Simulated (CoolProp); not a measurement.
R21 along the isobar 7.85 MPa: fugacity coefficient from the reference equation and from simpler models built on Tc = 452.7 K, pc = 5.289 MPa, ω = 0.206; each cubic takes its own stable root.

The numbers come from the reference Helmholtz-energy equation of state, Platzer 1990 in CoolProp. This equation is an older, rougher fit; its heat capacities, sound speeds and derivatives of the liquid may be far off and weren't checked against measurements.

```csv
T (K),phase,reference,van der Waals,Redlich-Kwong
314.6,liquid,0.04560,0.1545,0.06492
328.1,liquid,0.06533,0.1842,0.08918
341.7,liquid,0.09035,0.2164,0.1186
355.3,liquid,0.1209,0.2508,0.1529
368.8,liquid,0.1568,0.2867,0.1915
382.4,liquid,0.1985,0.3245,0.2348
395.9,liquid,0.2451,0.3632,0.2813
409.5,liquid,0.2970,0.4030,0.3312
423.1,liquid,0.3529,0.4433,0.3831
436.6,liquid,0.4116,0.4833,0.4357
450.2,liquid,0.4724,0.5231,0.4884
463.8,supercritical,0.5330,0.5619,0.5393
```
